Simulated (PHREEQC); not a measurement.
Synthetic water in mg/kgw, 25 °C, pH 5.62, pe 0.4: Na 0.121; K 0.041; Ca 0.0506; Mg 0.0496; Cl 0.0643; S(6) as SO4 0.205; Alkalinity as HCO3 0.28; N(-3) as NH4 5.38e-05; Ba 0.00279; Si as SiO2 0.018; Li 3.43e-05.

Valence states are taken as typed.

The numbers come from PHREEQC with the ion-association model, wateq4f.dat.

The ionic strength is 1.97e-5 mol/kgw and the charge-balance error is 8.1 %.

| species | molality | activity | log γ |
|---|---|---|---|
| CO2 | 3.75e-5 | 3.75e-5 | 0.000 |
| HCO3- | 7.00e-6 | 6.96e-6 | -0.002 |
| Na+ | 5.26e-6 | 5.24e-6 | -0.002 |
| H+ | 2.41e-6 | 2.40e-6 | -0.002 |
| SO4-2 | 2.13e-6 | 2.09e-6 | -0.009 |
| Mg+2 | 2.04e-6 | 2.00e-6 | -0.009 |
| Cl- | 1.81e-6 | 1.80e-6 | -0.002 |
| Ca+2 | 1.26e-6 | 1.24e-6 | -0.009 |
| K+ | 1.05e-6 | 1.04e-6 | -0.002 |
| H4SiO4 | 3.00e-7 | 3.00e-7 | 0.000 |
| Ba+2 | 2.03e-8 | 1.99e-8 | -0.009 |
| Li+ | 4.94e-9 | 4.92e-9 | -0.002 |

This is a speciation only: nothing precipitates in the calculation.
